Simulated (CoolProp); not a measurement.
Vapour pressure (MPa) of R123: the reference equation beside estimates from Tc = 456.8 K, pc = 3.662 MPa, ω = 0.282. Clausius-Clapeyron is anchored at 302.6 K with a constant enthalpy of vaporisation of 25.92 kJ/mol.

Values from CoolProp's reference Helmholtz-energy equation of state, Younglove 1994. It is a modified Benedict-Webb-Rubin equation, recast in Helmholtz form.

| T (K) | reference | Clausius-Clapeyron | van der Waals | Redlich-Kwong | Soave-Redlich-Kwong |
|---|---|---|---|---|---|
| 299.3 | 0.09532 | 0.09591 | 0.5191 | 0.1784 | 0.09490 |
| 302.6 | 0.1074 | 0.1074 | 0.5505 | 0.1973 | 0.1070 |
| 305.9 | 0.1207 | 0.1201 | 0.5830 | 0.2176 | 0.1203 |
| 309.1 | 0.1348 | 0.1334 | 0.6158 | 0.2388 | 0.1345 |
| 312.4 | 0.1507 | 0.1484 | 0.6509 | 0.2621 | 0.1504 |
| 315.7 | 0.1679 | 0.1648 | 0.6873 | 0.2870 | 0.1677 |
| 319 | 0.1867 | 0.1825 | 0.7249 | 0.3136 | 0.1865 |
| 322.3 | 0.2070 | 0.2017 | 0.7639 | 0.3420 | 0.2069 |
| 325.6 | 0.2289 | 0.2225 | 0.8043 | 0.3721 | 0.2291 |
| 328.9 | 0.2526 | 0.2449 | 0.8460 | 0.4041 | 0.2530 |
| 332.1 | 0.2774 | 0.2683 | 0.8877 | 0.4370 | 0.2779 |
| 335.4 | 0.3048 | 0.2943 | 0.9321 | 0.4729 | 0.3056 |
| 338.7 | 0.3342 | 0.3222 | 0.9780 | 0.5108 | 0.3354 |

Absolute difference from the reference over all 13 rows, mean and median: Clausius-Clapeyron 2.0 and 2.2 %, van der Waals 300.0 and 288.3 %, Redlich-Kwong 68.8 and 68.0 %, Soave-Redlich-Kwong 0.2 and 0.2 %.
